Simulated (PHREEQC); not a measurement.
Make-up at 25 °C: 0.045 mol MnSO4, 0.0024 mol CuCl2 and 0.13 mol Na2SO4 per kg of water. It is in equilibrium with CO2 at log p = -3.4 (atm). Otherwise closed; pH follows from the charge balance.

The numbers come from PHREEQC with the ion-association model, wateq4f.dat.

This is a speciation only: nothing precipitates in the calculation.

Task: Order these C species by the share of C that they hold, largest first: NaHCO3, CO2, MnHCO3+, CuHCO3+, HCO3-.

Result: CO2 (68 %), HCO3- (19 %), MnHCO3+ (9.4 %), CuHCO3+ (2.5 %), NaHCO3 (1.1 %)

Task: Order these S species by the share of S that they hold, largest first: CuSO4, NaSO4-, SO4-2, MnSO4.

Result: SO4-2 (68 %), NaSO4- (18 %), MnSO4 (14 %), CuSO4 (0.77 %)

The pH is 5.60 and the ionic strength 0.415 mol/kgw. The solution is supersaturated, for example in Brochantite, Antlerite, so a real one may precipitate; this is no full list.
